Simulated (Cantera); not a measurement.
A closed system holds: 1 mol Si₃N₄, 0.39 mol N₂O, 44 mol H₂, at 1075 K and 10.0 Torr.

These are equilibrium values from Cantera (NASA tables, ideal gas, pure condensed phases), not measurements of a reactor. Candidate condensed phases: H₂O, Si, SiO₂, Si₂N₂O, Si₃N₄; 35 gas species. Mutual solubility and eutectic melting of coexisting phases are not modelled. Equilibrium is a limit: real reactors are often held back by kinetics, nucleation or transport.

What is the equilibrium state?


```json
{
 "x(H₂)": "0.988",
 "x(N₂)": "0.0117",
 "n(Si₂N₂O(s))": "0.390 mol",
 "n(Si₃N₄(s))": "0.740 mol",
 "gas_amount": "44.52 mol",
 "log10 activity of Si(s) (absent)": "-3.75"
}
```
